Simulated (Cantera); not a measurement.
A perfectly stirred reactor is fed with C2H6 : H2 = 1.3 : 35 (molar parts), at 0.0263 atm; it is held at 1675 K, and followed from long to short residence time.

Cantera simulation using GRI-Mech 3.0 (53 species, 325 reactions); the numbers are that mechanism's predictions, not measurements. GRI-Mech 3.0 stops at C3 and has no aromatics, soot or wall deposition, so with more carbon than oxygen in the feed, carbon stays in small species such as C2H2 where larger ones or solid carbon would form. Radical loss at walls, strong at low pressure, is not modelled.

One state of this run: x C2H6 = 4.87e-5; x H2 = 0.952; x H = 0.00130; x C2H2 = 0.0214; x CH4 = 0.0244. x: mole fraction; the columns are a selection and need not sum to one.

### Question
Which value of τ (s) does it belong to?
(A) 0.0050
(B) 0.012
(C) 0.028
(D) 0.16

### Answer
D, 0.16
